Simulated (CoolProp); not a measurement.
Vapour pressure (MPa) of neopentane: the reference equation beside estimates from Tc = 433.7 K, pc = 3.196 MPa, ω = 0.196. Clausius-Clapeyron is anchored at 380.2 K with a constant enthalpy of vaporisation of 15.33 kJ/mol.

Values from CoolProp's reference Helmholtz-energy equation of state, Lemmon 2006. It is a short technical equation, of lower accuracy than the large ones.

```json
[
 {"T (K)": "334.1", "reference": "0.4717", "Clausius-Clapeyron": "0.6569", "van der Waals": "1.026"},
 {"T (K)": "340.7", "reference": "0.5538", "Clausius-Clapeyron": "0.7310", "van der Waals": "1.125"},
 {"T (K)": "347.3", "reference": "0.6461", "Clausius-Clapeyron": "0.8102", "van der Waals": "1.230"},
 {"T (K)": "353.8", "reference": "0.7475", "Clausius-Clapeyron": "0.8932", "van der Waals": "1.340"},
 {"T (K)": "360.4", "reference": "0.8619", "Clausius-Clapeyron": "0.9827", "van der Waals": "1.457"},
 {"T (K)": "367", "reference": "0.9887", "Clausius-Clapeyron": "1.077", "van der Waals": "1.580"},
 {"T (K)": "373.6", "reference": "1.129", "Clausius-Clapeyron": "1.177", "van der Waals": "1.710"},
 {"T (K)": "380.2", "reference": "1.283", "Clausius-Clapeyron": "1.283", "van der Waals": "1.846"},
 {"T (K)": "386.8", "reference": "1.452", "Clausius-Clapeyron": "1.393", "van der Waals": "1.988"},
 {"T (K)": "393.4", "reference": "1.636", "Clausius-Clapeyron": "1.509", "van der Waals": "2.137"},
 {"T (K)": "400", "reference": "1.838", "Clausius-Clapeyron": "1.631", "van der Waals": "2.293"},
 {"T (K)": "406.6", "reference": "2.058", "Clausius-Clapeyron": "1.757", "van der Waals": "2.456"},
 {"T (K)": "413.2", "reference": "2.297", "Clausius-Clapeyron": "1.889", "van der Waals": "2.625"},
 {"T (K)": "419.8", "reference": "2.559", "Clausius-Clapeyron": "2.027", "van der Waals": "2.801"},
 {"T (K)": "426.4", "reference": "2.844", "Clausius-Clapeyron": "2.169", "van der Waals": "2.984"}
]
```

Absolute difference from the reference over all 15 rows, mean and median: Clausius-Clapeyron 16.2 and 14.6 %, van der Waals 50.3 and 43.9 %.
